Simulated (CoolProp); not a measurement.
Computed with CoolProp (reference Helmholtz-energy equation of state, Akasaka 2015).

**Question.** Give the vapour pressure (kPa), vapour density (kg/m³), surface tension (mN/m), liquid conductivity (mW/(m K)) of saturated R245fa at 6.25, 46.45 °C.

**Answer.** 
```json
[
 {"T (°C)": "6.25", "p (kPa)": "70.3", "vapour density (kg/m³)": "4.19", "surface tension (mN/m)": "16.1", "liquid conductivity (mW/(m K))": "97.7"},
 {"T (°C)": "46.45", "p (kPa)": "308", "vapour density (kg/m³)": "17.1", "surface tension (mN/m)": "10.9", "liquid conductivity (mW/(m K))": "85.6"}
]
```

Thermal conductivity comes from a separate model (Huber 2003), an estimate that may be off by 10 % or more. Surface tension comes from a separate correlation (Mulero 2012).
